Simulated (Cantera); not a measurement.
## Hydrocarbon pyrolysis for carbon deposition

An isothermal, constant-pressure homogeneous reactor starts with 1.11 % C₃H₈, 98.9 % H₂, at 1125 K and 1330 Pa.

Computed with Cantera and GRI-Mech 3.0 (53 species, 325 reactions). GRI-Mech 3.0 was tuned for natural gas; its chemistry of propane as a main component is partial and can be far from experiment. GRI-Mech 3.0 stops at C3 and has no aromatics, soot or wall deposition, so with more carbon than oxygen in the feed, carbon stays in small species such as C2H2 where larger ones or solid carbon would form. Radical loss at walls, strong at low pressure, is not modelled.

| t (s) | x C₃H₈ | x H₂ | x C₂H₂ | x CH₃ | x CH₂ | x C₂H₄ | x C₂H₆ |
|---|---|---|---|---|---|---|---|
| 0.000100 | 0.0111 | 0.989 | <1e-12 | 1.97e-7 | <1e-12 | 3.13e-8 | 9.85e-9 |
| 0.000307 | 0.0111 | 0.989 | <1e-12 | 5.88e-7 | <1e-12 | 3.84e-7 | 7.65e-8 |
| 0.000942 | 0.0111 | 0.989 | 4.67e-12 | 2.12e-6 | <1e-12 | 4.20e-6 | 4.45e-7 |
| 0.00289 | 0.0111 | 0.989 | 5.30e-10 | 7.42e-6 | 1.49e-11 | 4.00e-5 | 1.77e-6 |
| 0.00888 | 0.0107 | 0.989 | 4.97e-8 | 2.29e-5 | 1.61e-10 | 0.000365 | 5.78e-6 |
| 0.0273 | 0.00822 | 0.986 | 3.80e-6 | 5.10e-5 | 9.53e-10 | 0.00283 | 1.93e-5 |
| 0.0837 | 0.00150 | 0.979 | 0.000110 | 2.67e-5 | 7.28e-10 | 0.00931 | 3.61e-5 |
| 0.257 | 4.06e-5 | 0.978 | 0.000425 | 5.52e-6 | 5.76e-11 | 0.0103 | 3.58e-5 |
| 0.788 | 1.20e-6 | 0.978 | 0.000708 | 1.63e-6 | 5.24e-12 | 0.0100 | 4.25e-5 |
| 2.42 | 2.96e-8 | 0.978 | 0.000997 | 7.12e-7 | 1.02e-12 | 0.00969 | 4.58e-5 |
| 7.43 | 6.18e-9 | 0.978 | 0.00154 | 6.18e-7 | <1e-12 | 0.00912 | 4.44e-5 |
| 22.8 | 5.14e-9 | 0.978 | 0.00284 | 6.08e-7 | <1e-12 | 0.00773 | 3.76e-5 |
| 70.0 | 3.39e-9 | 0.978 | 0.00505 | 5.78e-7 | <1e-12 | 0.00536 | 2.60e-5 |
x: mole fraction; the columns are a selection and need not sum to one.

Equilibrium at this temperature and pressure: C₃H₈ 2.71e-11, H₂ 0.967, C₂H₂ 0.000189, CH₃ 2.39e-7, CH₂ <1e-12, C₂H₄ 0.000102, C₂H₆ 5.22e-7 (gas phase only).
